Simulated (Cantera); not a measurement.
Input: 1 mol NF3, 0.25 mol H2, at 0.0340 bar.

Cantera equilibrium calculation (NASA polynomials, part measured and part estimated; ideal gas, pure solids and liquids). Equilibrium is a limit: real reactors are often held back by kinetics, nucleation or transport. All values below are at 2025 °C.

Base state: F 0.714, N2 0.143, HF 0.143, F2 2.16e-5 (mole fractions); condensed: gas only.

Question: What changes in the equilibrium state with this change: NF3 replaced by CO2?

Answer: 
```csv
species,before,after
CO2,0,0.542
CO,0,0.230
H2O,0,0.171
F,0.714,0
N2,0.143,0
HF,0.143,0
O2,0,0.0215
H2,<1e-9,0.0130
OH,0,0.0125
O,0,0.00390
F2,2.16e-5,0
H,6.36e-7,0.00592
```
Further candidate phases: C, C6H6, C7H8, C8H18, H2O.
